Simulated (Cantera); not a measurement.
Input: 1 mol CS2, 0.031 mol SO2, at 550 K and 1 atm.

Method: chemical equilibrium by Gibbs-energy minimisation in Cantera with the NASA 1993 tables (ideal gas, pure condensed phases). Candidate condensed phases: C, S; 22 gas species. Gases not in the tables: S3 to S7. Rates play no part.

Base state: CO2 0.887, COS 0.0899, S8 0.0208, CS2 0.00218, CO 0.000253, S2 0.000103 (mole fractions); condensed: C(graphite) + S(l).

Task: What changes in the equilibrium state with this change: temperature from 550 K to 2748.15 K?

Result: 
```tsv
species	before	after
CS	<1e-9	0.428
S2	0.000103	0.241
CS2	0.00218	0.232
CO2	0.887	1.40e-8
S	<1e-9	0.0552
S8	0.0208	<1e-9
COS	0.0899	0.000119
CO	0.000253	0.0435
C(graphite), mol	0.967	0
S(l), mol	2.02	0
```

Task: What changes in the equilibrium state with this change: CS2 replaced by N2O?

Result: 
| species | before | after |
|---|---|---|
| N2 | 0 | 0.660 |
| O2 | <1e-9 | 0.320 |
| SO3 | <1e-9 | 0.0205 |
| CO2 | 0.887 | 0 |
| COS | 0.0899 | 0 |
| S8 | 0.0208 | <1e-9 |
| CS2 | 0.00218 | 0 |
| CO | 0.000253 | 0 |
| S2 | 0.000103 | <1e-9 |
| C(graphite), mol | 0.967 | 0 |
| S(l), mol | 2.02 | 0 |
